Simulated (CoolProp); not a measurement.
A single-stage vapour-compression cycle with n-pentane: evaporating at 327.15 K (dew point), condensing at 370.15 K (bubble point), superheat 8 K, subcooling 2 K, compressor efficiency 0.75, no pressure losses. Each further row changes one setting.

The numbers come from the reference Helmholtz-energy equation of state, Thol 2019 in CoolProp.

```csv
case,cooling COP,pressure ratio,discharge temperature (K),refrigerating effect (kJ/kg),volumetric capacity (kJ/m³)
as stated,4.65,3.08,370.5,252,1250
evaporating temperature 332.15 K,5.49,2.66,371.1,260,1480
condensing temperature 365.15 K,5.45,2.74,366.6,265,1320
subcooling 7 K,4.90,3.08,370.5,265,1320
superheat 18 K,4.80,3.08,380.3,271,1300
compressor efficiency 0.65,4.03,3.08,374.3,252,1250
```
